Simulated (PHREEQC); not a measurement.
Ultrapure water in contact with air or piping: an equilibrium model

Model water analysis in mmol/kgw, 58 °C, pH 6.82, pe 0.2:

| constituent | mmol/kgw |
|---|---|
| Na | 0.00125 |
| K | 0.000492 |
| Ca | 0.00284 |
| Mg | 0.000657 |
| Cl | 0.00289 |
| S(6) | 0.000621 |
| Alkalinity (meq/kgw) | 0.00442 |
| F | 8.38e-06 |
| Br | 2.46e-05 |
| Si | 5.09e-05 |
| N(-3) | 0.000112 |

Na is adjusted to close the charge balance.
Valence states are taken as typed.

Model: ion-association model, wateq4f.dat, run in PHREEQC.

```
Quantity                 Result
--------------  ---------------
ionic strength  1.29e-5 mol/kgw
```

```csv
species,molality,activity,log γ
HCO3-,4.01e-6,3.99e-6,-0.002
Cl-,2.89e-6,2.88e-6,-0.002
Ca+2,2.84e-6,2.79e-6,-0.008
CO2,1.17e-6,1.17e-6,0.000
Na+,9.87e-7,9.83e-7,-0.002
Mg+2,6.56e-7,6.45e-7,-0.008
SO4-2,6.20e-7,6.09e-7,-0.008
OH-,5.53e-7,5.51e-7,-0.002
K+,4.92e-7,4.90e-7,-0.002
H+,1.52e-7,1.51e-7,-0.002
```

Precipitation was switched off in this run. Away from 25 °C the constants follow the database's enthalpies or fits; those with neither stay at their 25 °C values. SiF6-2 is the database's only silicon fluoride.
